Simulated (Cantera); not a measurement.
Input: 1 mol V, 5.4 mol NH3, equilibrated at 3.80e-6 bar.

These are equilibrium values from Cantera (NASA tables, ideal gas, pure condensed phases), not measurements of a reactor. Candidate condensed phases: V, VN; 11 gas species. VN: taken at fixed stoichiometry. Condensed phases not in the tables: V2N, N, O or C dissolved in the metal. Kinetics and transport are ignored.

x: gas mole fraction; n: condensed amount in mol.

| T (°C) | x H2 | x N2 | x H | x V | n VN(s) | n V(s) |
|---|---|---|---|---|---|---|
| 1077 | 0.785 | 0.213 | 0.00108 | [?] | 1.00 | 0 |
| 1102 | 0.785 | 0.213 | 0.00156 | [?] | 1.000 | 0 |
| 1127 | 0.784 | 0.213 | 0.00221 | [?] | 1.000 | 0 |
| 1152 | 0.784 | 0.213 | 0.00310 | [?] | 1.000 | 0 |
| 1177 | 0.783 | 0.213 | 0.00429 | [?] | 1.000 | 0 |
| 1202 | 0.781 | 0.213 | 0.00588 | [?] | 1.000 | 0 |
| 1227 | 0.779 | 0.213 | 0.00797 | [?] | 1.000 | 0 |
| 1252 | 0.777 | 0.212 | 0.0107 | [?] | 1.000 | 0 |
| 1277 | 0.738 | 0.248 | 0.0139 | [?] | 0 | 0.999 |
| 1302 | 0.734 | 0.248 | 0.0183 | [?] | 0 | 0.998 |

What belongs in the gaps?


- 1077, x V: 2.86e-8
- 1102, x V: 9.21e-8
- 1127, x V: 2.84e-7
- 1152, x V: 8.43e-7
- 1177, x V: 2.41e-6
- 1202, x V: 6.63e-6
- 1227, x V: 1.76e-5
- 1252, x V: 4.55e-5
- 1277, x V: 8.73e-5
- 1302, x V: 0.000163
